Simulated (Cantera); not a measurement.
Ignition delay

Mixture: 1.94 % C3H8, 20.5 % O2, 77.5 % N2, at 0.420 bar, adiabatic and at constant pressure. Ignition delay is the time to a rise of 400 K.

Detailed kinetics in Cantera: GRI-Mech 3.0 (53 species, 325 reactions). GRI-Mech 3.0 was tuned for natural gas; its chemistry of propane as a main component is partial and can be far from experiment.

| T0 (K) | delay (ms) |
|---|---|
| 1175 | 14.0 |
| 1275 | 2.02 |
| 1375 | 0.467 |
| 1475 | 0.164 |
| 1575 | 0.0792 |
| 1675 | 0.0472 |

| Item | Value |
|---|---|
| apparent activation energy between 1475 and 1675 K | 130 kJ/mol |
